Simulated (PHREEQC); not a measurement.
Solution A (2.3 mmol/kgw K2SO4) is mixed with solution B (0.0081 mol/kgw HBr) at 70 °C; shares are by mass of water, 1 kg in all. CO2 from the air is kept out. Solids allowed: Arcanite, Misenite. Others were left out.

Equilibrium calculation in PHREEQC: Pitzer model, pitzer.dat.

Predict pH at share of solution B = 0.25, 0.5, 0.6.


```tsv
share of solution B	pH
0.25	2.85
0.5	2.49
0.6	2.40
```

Complexes and solids missing from the database can't appear. Constants without temperature data keep their 25 °C values here.
